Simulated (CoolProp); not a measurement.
Vapour-liquid equilibrium of benzene (1) + cyclohexane (2) at 17 bar; x and y are mole fractions of (1).

Model: multi-fluid Helmholtz-energy mixture model, Thol 2012 and Zhou 2014; pair parameters Bell 2016, in CoolProp.

| x | bubble temperature, mixture model (K) | bubble temperature, Raoult's law (K) | y, mixture model | y, Raoult's law |
|---|---|---|---|---|
| 0.05 | 487.3 | 488.1 | 0.059 | 0.053 |
| 0.125 | 486.0 | 487.8 | 0.144 | 0.133 |
| 0.2 | 484.8 | 487.4 | 0.224 | 0.211 |
| 0.275 | 483.8 | 487.1 | 0.301 | 0.289 |
| 0.35 | 483.0 | 486.7 | 0.374 | 0.366 |
| 0.425 | 482.4 | 486.4 | 0.445 | 0.442 |
| 0.5 | 482.0 | 486.0 | 0.514 | 0.517 |
| 0.575 | 481.7 | 485.7 | 0.582 | 0.592 |
| 0.65 | 481.6 | 485.3 | 0.651 | 0.666 |
| 0.725 | 481.7 | 485.0 | 0.720 | 0.739 |
| 0.8 | 481.9 | 484.7 | 0.791 | 0.811 |
| 0.875 | 482.4 | 484.3 | 0.865 | 0.882 |
| 0.95 | 483.1 | 484.0 | 0.944 | 0.953 |

The largest gap from Raoult's law is -4.0 K in bubble temperature, at x = 0.5. y crosses x between x = 0.65 and 0.725: the model has an azeotrope there.

The pair parameters rest on a limited set of measurements; away from them the model extrapolates.
